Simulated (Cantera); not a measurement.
A Cantera script and its output.

```python
import numpy as np
import cantera as ct

gas = ct.Solution("gri30.yaml")
gas.TPX = 1600, 830000, {'CH4': 1, 'CO2': 1.2, 'H2': 0.29, 'H2O': 0.0027}
reactor = ct.IdealGasConstPressureReactor(gas, energy="off", clone=False)
net = ct.ReactorNet([reactor])
net.rtol, net.atol = 1e-08, 1e-18
show = ['CH4', 'CO2', 'H2', 'CH3', 'H2O2']
times = np.geomspace(9e-05, 3, 9)

steps = ct.SolutionArray(gas, extra=["t"])
rows = []
print(f"{'t/s':>10s}{'T/K':>9s}{'P/Pa':>11s}" + "".join(f"{s:>11s}" for s in show))
for t in times:
    while net.time < t:
        t_next = net.step()
        steps.append(gas.state, t=t_next)
    rows.append([np.interp(t, steps.t, y) for y in (steps.T, steps.P, *steps(*show).X.T)])
    print(f"{t:10.3e}{rows[-1][0]:9.1f}{rows[-1][1]:11.4g}" + "".join(f"{x:11.3e}" for x in rows[-1][2:]))
rate = np.gradient(steps.T, steps.t)
print("integrator steps:", len(steps.t))
if steps.T.max() > steps.T[0] + 200:
    print(f"time of steepest temperature rise: {steps.t[rate.argmax()]:.4e} s")
gas.TPX = 1600, 830000, {'CH4': 1, 'CO2': 1.2, 'H2': 0.29, 'H2O': 0.0027}
gas.equilibrate("TP")
print(f"equilibrium (TP): T = {gas.T:.1f} K  " + "  ".join(f"{s} {gas[s].X[0]:.3e}" for s in show))
```

Output:

```
       t/s      T/K       P/Pa        CH4        CO2         H2        CH3       H2O2
 9.000e-05   1600.0    8.3e+05  3.999e-01  4.810e-01  1.167e-01  1.792e-04  3.245e-15
 3.308e-04   1600.0    8.3e+05  3.963e-01  4.795e-01  1.182e-01  2.229e-04  5.151e-15
 1.216e-03   1600.0    8.3e+05  3.821e-01  4.715e-01  1.257e-01  2.299e-04  8.065e-15
 4.470e-03   1600.0    8.3e+05  3.351e-01  4.386e-01  1.527e-01  2.010e-04  1.988e-14
 1.643e-02   1600.0    8.3e+05  2.286e-01  3.358e-01  1.911e-01  1.452e-04  9.905e-14
 6.040e-02   1600.0    8.3e+05  1.038e-01  1.602e-01  1.900e-01  8.312e-05  5.064e-13
 2.220e-01   1600.0    8.3e+05  7.511e-02  9.934e-02  2.212e-01  6.198e-05  4.794e-13
 8.161e-01   1600.0    8.3e+05  7.433e-02  6.877e-02  2.814e-01  5.400e-05  1.964e-13
 3.000e+00   1600.0    8.3e+05  5.754e-02  4.036e-02  3.540e-01  3.723e-05  6.512e-14
integrator steps: 1270
equilibrium (TP): T = 1600.0 K  CH4 1.464e-04  CO2 1.135e-02  H2 4.762e-01  CH3 8.186e-08  H2O2 5.782e-15
```

Model: GRI-Mech 3.0 (53 species, 325 reactions), integrated in Cantera.
